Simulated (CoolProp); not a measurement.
Saturation properties of o-xylene (Tc = 630.3 K, pc = 3.737 MPa, ω = 0.312).

Values from CoolProp's reference Helmholtz-energy equation of state, Zhou 2012.

```json
[
 {"T (K)": "441.4", "p (MPa)": "0.1832", "surface tension (mN/m)": "14.8", "vapour viscosity (µPa s)": "9.54"},
 {"T (K)": "446.4", "p (MPa)": "0.2055", "surface tension (mN/m)": "14.3", "vapour viscosity (µPa s)": "9.65"},
 {"T (K)": "451.4", "p (MPa)": "0.2299", "surface tension (mN/m)": "13.8", "vapour viscosity (µPa s)": "9.77"},
 {"T (K)": "456.4", "p (MPa)": "0.2564", "surface tension (mN/m)": "13.3", "vapour viscosity (µPa s)": "9.88"},
 {"T (K)": "461.4", "p (MPa)": "0.2851", "surface tension (mN/m)": "12.9", "vapour viscosity (µPa s)": "10.00"},
 {"T (K)": "466.4", "p (MPa)": "0.3163", "surface tension (mN/m)": "12.4", "vapour viscosity (µPa s)": "10.1"},
 {"T (K)": "471.4", "p (MPa)": "0.3501", "surface tension (mN/m)": "11.9", "vapour viscosity (µPa s)": "10.2"},
 {"T (K)": "476.4", "p (MPa)": "0.3865", "surface tension (mN/m)": "11.5", "vapour viscosity (µPa s)": "10.4"},
 {"T (K)": "481.4", "p (MPa)": "0.4257", "surface tension (mN/m)": "11.0", "vapour viscosity (µPa s)": "10.5"},
 {"T (K)": "486.4", "p (MPa)": "0.4678", "surface tension (mN/m)": "10.6", "vapour viscosity (µPa s)": "10.6"},
 {"T (K)": "491.4", "p (MPa)": "0.5131", "surface tension (mN/m)": "10.1", "vapour viscosity (µPa s)": "10.7"}
]
```

It boils at 417.5 K under 1 atm.

Viscosity comes from a separate model (Cao 2016). Surface tension comes from a separate correlation (Mulero 2014).
